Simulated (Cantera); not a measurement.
Pyrogenic steam for wet oxidation

A perfectly stirred reactor is fed with 43.6 % H₂, 36.3 % O₂, 20.0 % N₂, 0.145 % H₂O, equivalence ratio 0.60, at 100.0 Torr; it is held at 1125 K, and followed from long to short residence time.

Computed with Cantera and the H2/O2 subset of GRI-Mech 3.0, which has no nitrogen chemistry. The temperature is held fixed by assumption; the heat of reaction is taken as removed at once.

```csv
τ (s),x H₂,x O₂,x H₂O₂,x O,x OH,x HO₂,x H
0.65,0.000976,0.186,2.50e-6,0.000101,0.000423,2.15e-5,3.49e-5
0.32,0.00155,0.186,3.20e-6,0.000167,0.000540,2.88e-5,7.08e-5
0.16,0.00240,0.186,3.96e-6,0.000271,0.000691,3.67e-5,0.000141
0.081,0.00366,0.187,4.71e-6,0.000431,0.000886,4.48e-5,0.000278
0.041,0.00552,0.187,5.43e-6,0.000679,0.00114,5.25e-5,0.000547
0.020,0.00843,0.188,6.11e-6,0.00108,0.00151,5.98e-5,0.00111
0.010,0.0126,0.189,6.65e-6,0.00168,0.00197,6.58e-5,0.00218
0.0051,0.0184,0.191,7.01e-6,0.00254,0.00256,7.05e-5,0.00418
0.0026,0.0267,0.194,7.15e-6,0.00380,0.00331,7.38e-5,0.00790
0.0013,0.0388,0.198,7.02e-6,0.00566,0.00428,7.58e-5,0.0149
0.00065,0.0557,0.205,6.59e-6,0.00828,0.00541,7.60e-5,0.0269
```
x: mole fraction; the columns are a selection and need not sum to one.
